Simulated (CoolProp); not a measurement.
Saturation properties of sulfur hexafluoride (Tc = 318.7 K, pc = 3755 kPa, ω = 0.210).

Values from CoolProp's reference Helmholtz-energy equation of state, Guder 2009.

| T (K) | p (kPa) | surface tension (mN/m) | liquid viscosity (µPa s) | liquid conductivity (mW/(m K)) |
|---|---|---|---|---|
| 243.7 | 501.9 | 8.53 | 302 | 70.9 |
| 249.7 | 615.8 | 7.67 | 274 | 69.2 |
| 255.7 | 747.9 | 6.83 | 248 | 67.3 |
| 261.7 | 899.8 | 6.01 | 225 | 65.4 |
| 267.7 | 1074 | 5.21 | 203 | 63.5 |
| 273.7 | 1271 | 4.44 | 183 | 61.5 |
| 279.7 | 1494 | 3.70 | 165 | 59.5 |
| 285.7 | 1744 | 2.99 | 148 | 57.4 |

Viscosity comes from a separate model (Quiñones-Cisneros 2012). Thermal conductivity comes from a separate model (Assael 2012). Surface tension comes from a separate correlation (Mulero 2012).
